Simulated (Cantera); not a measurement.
**Thermodynamics of hydrogen reduction and annealing atmospheres, feed Fe3O4 + H2 + H2O**

Feed: 1 mol Fe3O4, 810 mol H2, 0.24 mol H2O, at 4.30 mbar.

Method: chemical equilibrium by Gibbs-energy minimisation in Cantera with the NASA 1993 tables (ideal gas, pure condensed phases). Candidate condensed phases: Fe, FeO, Fe(OH)2, Fe(OH)3, Fe2O3, Fe3O4, H2O; 12 gas species. Kinetics and transport are ignored.

```csv
T (°C),x H2,x H,x H2O,x Fe,x OH,x O,x FeO,x Fe(OH)2,n Fe(γ),n Fe(δ)
1227,0.994,0.000268,0.00523,3.49e-5,4.02e-8,9.39e-12,7.32e-10,1.02e-9,2.97,0
1277,0.994,0.000479,0.00523,9.75e-5,8.47e-8,3.46e-11,2.52e-9,1.55e-9,2.92,0
1327,0.994,0.000826,0.00523,0.000255,1.70e-7,1.18e-10,8.01e-9,2.29e-9,2.79,0
1377,0.993,0.00138,0.00523,0.000628,3.28e-7,3.72e-10,2.37e-8,3.30e-9,2.49,0
1427,0.991,0.00224,0.00522,0.00146,6.09e-7,1.10e-9,6.56e-8,4.65e-9,0,1.81
1477,0.988,0.00353,0.00521,0.00324,1.09e-6,3.06e-9,1.71e-7,6.41e-9,0,0.361
1527,0.986,0.00542,0.00520,0.00368,1.89e-6,8.04e-9,2.27e-7,4.66e-9,0,0
1577,0.983,0.00815,0.00519,0.00367,3.18e-6,2.01e-8,2.62e-7,3.06e-9,0,0
1627,0.979,0.0120,0.00518,0.00367,5.20e-6,4.78e-8,3.00e-7,2.06e-9,0,0
1677,0.974,0.0173,0.00516,0.00366,8.30e-6,1.09e-7,3.42e-7,1.41e-9,0,0
1727,0.967,0.0244,0.00514,0.00364,1.29e-5,2.39e-7,3.86e-7,9.86e-10,0,0
1777,0.957,0.0339,0.00510,0.00363,1.97e-5,5.03e-7,4.33e-7,7.00e-10,0,0
1827,0.945,0.0462,0.00506,0.00360,2.95e-5,1.03e-6,4.84e-7,5.04e-10,0,0
```
x: gas mole fraction; n: condensed amount in mol.

From 1227 °C to 1377 °C the condensed part is Fe(γ). From 1427 °C to 1477 °C the condensed part is Fe(δ). From 1527 °C to 1827 °C nothing is condensed. The main Fe-bearing gas is Fe throughout.
